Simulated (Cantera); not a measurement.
## B₂H₆ + N₂ + H₂ (boron, boron nitride and boron oxide)

Input: 1 mol B₂H₆, 0.41 mol N₂, 2.1 mol H₂.

Cantera equilibrium calculation (NASA polynomials, part measured and part estimated; ideal gas, pure solids and liquids). Candidate condensed phases: B, BN; 15 gas species. The feed counts by its element totals alone. Mutual solubility and eutectic melting of coexisting phases are not modelled. Equilibrium is a limit: real reactors are often held back by kinetics, nucleation or transport.

Problem. Map the stable condensed phases over T = 1825, 1875, 1925, 1975, 2025, 2075, 2125, 2175, 2225 K and P in Pa = 10, 28, 77, 220, 600, 1700, 4600, 13000, 36000, 100000.

Solution. 
```
T in K \ P in Pa
             10     28     77    220    600   1700   4600  13000  36000 100000
   2225       A      A      A      A      A      A      B      B      B      B
   2175       A      A      A      A      A      A      B      B      B      B
   2125       A      A      A      A      A      B      B      B      B      B
   2075       A      A      A      A      B      B      B      B      B      B
   2025       A      A      A      A      B      B      B      B      B      B
   1975       A      A      A      B      B      B      B      B      B      B
   1925       A      A      B      B      B      B      B      B      B      B
   1875       A      B      B      B      B      B      B      B      B      B
   1825       B      B      B      B      B      B      B      B      B      B
```
A: B; B: B + BN.
